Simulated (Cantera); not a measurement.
Cantera with NASA thermochemical tables; ideal gases at 1 bar, condensed phases pure. Values are per mole of reaction as written; species without (g) are pure solids or liquids, kept so even where they would boil at 1 bar.

N2(g) + 12 TiOCl2(g) = 6 TiCl4 + 2 Ti3O5 + 2 NO(g)

```csv
T (K),ΔH° (kJ),ΔS° (J/K),ΔG° (kJ),log10 K
300,(withheld),(withheld),(withheld),(withheld)
448,-2960.2,-1702.6,-2197.5,256.21
473,(withheld),(withheld),(withheld),(withheld)
498,-2916.3,-1606.7,-2116.1,221.95
523,(withheld),(withheld),(withheld),(withheld)
548,(withheld),(withheld),(withheld),(withheld)
```

### Question
What belongs in the gaps?

### Answer

- 300, ΔH° (kJ): -3013.6
- 300, ΔS° (J/K): -1846.9
- 300, ΔG° (kJ): -2459.5
- 300, log10 K: 428.23
- 473, ΔH° (kJ): -2924.9
- 473, ΔS° (J/K): -1624.6
- 473, ΔG° (kJ): -2156.5
- 473, log10 K: 238.14
- 523, ΔH° (kJ): -2907.6
- 523, ΔS° (J/K): -1589.8
- 523, ΔG° (kJ): -2076.2
- 523, log10 K: 207.35
- 548, ΔH° (kJ): -2899.0
- 548, ΔS° (J/K): -1573.6
- 548, ΔG° (kJ): -2036.6
- 548, log10 K: 194.12
